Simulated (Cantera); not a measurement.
Carbon deposition, reforming and gasification: acetone + CO₂ + H₂

Charge: 1 mol acetone, 0.031 mol CO₂, 1.2 mol H₂, equilibrated at 100000 Pa.

Cantera equilibrium calculation (NASA polynomials, part measured and part estimated; ideal gas, pure solids and liquids). Candidate condensed phases: C, C₆H₆, C₇H₈, C₈H₁₈, H₂O; 110 gas species. The feed counts by its element totals alone. Equilibrium is a limit: real reactors are often held back by kinetics, nucleation or transport.

From 923 K to 1673 K the condensed part is C(graphite). The main C-bearing gas is CH₄ at 923 K and CO at 1673 K. The share of C in condensed phases is highest at 923 K (67.9 %) and lowest at 1148 K (64.0 %).

| T (K) | log p H₂ | log p CO | log p CH₄ | log p H₂O | log p CO₂ | log p H | n C(graphite) |
|---|---|---|---|---|---|---|---|
| 923 | -0.17 | -1.03 | -0.98 | -1.01 | -1.55 | -9.70 | 2.06 |
| 998 | -0.13 | -0.82 | -1.28 | -1.34 | -1.87 | -8.73 | 2.00 |
| 1073 | -0.12 | -0.74 | -1.57 | -1.74 | -2.32 | -7.91 | 1.95 |
| 1148 | -0.11 | -0.71 | -1.84 | -2.13 | -2.81 | -7.20 | 1.94 |
| 1223 | -0.10 | -0.70 | -2.08 | -2.50 | -3.26 | -6.57 | 1.95 |
| 1298 | -0.10 | -0.70 | -2.30 | -2.83 | -3.67 | -6.02 | 1.95 |
| 1373 | -0.10 | -0.70 | -2.50 | -3.12 | -4.03 | -5.53 | 1.96 |
| 1448 | -0.10 | -0.69 | -2.68 | -3.39 | -4.36 | -5.09 | 1.96 |
| 1523 | -0.10 | -0.69 | -2.84 | -3.63 | -4.65 | -4.69 | 1.96 |
| 1598 | -0.10 | -0.69 | -2.98 | -3.85 | -4.92 | -4.32 | 1.96 |
| 1673 | -0.10 | -0.69 | -3.11 | -4.04 | -5.16 | -3.99 | 1.96 |
log p: log10 of the partial pressure in bar; n: condensed amount in mol.
